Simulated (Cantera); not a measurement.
**Nitride etching: AlN + H₂O + H₂**

Feed: 1 mol AlN, 0.43 mol H₂O, 2.8 mol H₂, held at 0.900 Torr.

Method: chemical equilibrium by Gibbs-energy minimisation in Cantera with the NASA 1993 tables (ideal gas, pure condensed phases). Candidate condensed phases: Al, AlN, Al₂O₃, H₂O; 35 gas species. Mutual solubility and eutectic melting of coexisting phases are not modelled. The tables' values for AlOH are old estimates; treat these amounts as uncertain. Condensed phases not in the tables: aluminium oxynitride. Equilibrium is a limit: real reactors are often held back by kinetics, nucleation or transport.

```json
[
 {"T (°C)": "1500", "log p H₂": "-2.96", "log p N₂": "-4.18", "log p Al": "-4.71", "log p Al₂O": "-5.00", "log p H": "-5.03", "log p AlH": "-6.50", "log p AlOH": "-7.63", "log p H₂O": "-8.47", "n AlN(s)": "0.616", "n Al₂O₃(s)": "0.134"},
 {"T (°C)": "1525", "log p H₂": "-2.97", "log p N₂": "-4.12", "log p Al": "-4.48", "log p Al₂O": "-4.72", "log p H": "-4.94", "log p AlH": "-6.31", "log p AlOH": "-7.46", "log p H₂O": "-8.42", "n AlN(s)": "0.535", "n Al₂O₃(s)": "0.124"},
 {"T (°C)": "1550", "log p H₂": "-3.00", "log p N₂": "-4.02", "log p Al": "-4.28", "log p Al₂O": "-4.46", "log p H": "-4.86", "log p AlH": "-6.15", "log p AlOH": "-7.31", "log p H₂O": "-8.38", "n AlN(s)": "0.395", "n Al₂O₃(s)": "0.106"},
 {"T (°C)": "1575", "log p H₂": "-3.04", "log p N₂": "-3.91", "log p Al": "-4.09", "log p Al₂O": "-4.22", "log p H": "-4.79", "log p AlH": "-6.00", "log p AlOH": "-7.17", "log p H₂O": "-8.35", "n AlN(s)": "0.148", "n Al₂O₃(s)": "0.0738"},
 {"T (°C)": "1600", "log p H₂": "-3.06", "log p N₂": "-3.86", "log p Al": "-4.01", "log p Al₂O": "-4.14", "log p H": "-4.72", "log p AlH": "-5.97", "log p AlOH": "-7.06", "log p H₂O": "-8.23", "n AlN(s)": "0", "n Al₂O₃(s)": "0.0545"},
 {"T (°C)": "1625", "log p H₂": "-3.06", "log p N₂": "-3.86", "log p Al": "-4.01", "log p Al₂O": "-4.14", "log p H": "-4.64", "log p AlH": "-5.99", "log p AlOH": "-6.97", "log p H₂O": "-8.04", "n AlN(s)": "0", "n Al₂O₃(s)": "0.0557"},
 {"T (°C)": "1650", "log p H₂": "-3.06", "log p N₂": "-3.87", "log p Al": "-4.00", "log p Al₂O": "-4.15", "log p H": "-4.56", "log p AlH": "-6.01", "log p AlOH": "-6.88", "log p H₂O": "-7.87", "n AlN(s)": "0", "n Al₂O₃(s)": "0.0570"},
 {"T (°C)": "1675", "log p H₂": "-3.07", "log p N₂": "-3.87", "log p Al": "-4.00", "log p Al₂O": "-4.16", "log p H": "-4.48", "log p AlH": "-6.03", "log p AlOH": "-6.80", "log p H₂O": "-7.69", "n AlN(s)": "0", "n Al₂O₃(s)": "0.0582"}
]
```
log p: log10 of the partial pressure in bar; n: condensed amount in mol.

From 1500 °C to 1575 °C the condensed part is AlN(s) + Al₂O₃(s). From 1600 °C to 1675 °C the condensed part is Al₂O₃(s). The main Al-bearing gas is Al₂O throughout. The share of Al in condensed phases is highest at 1500 °C (88.4 %) and lowest at 1600 °C (10.9 %).
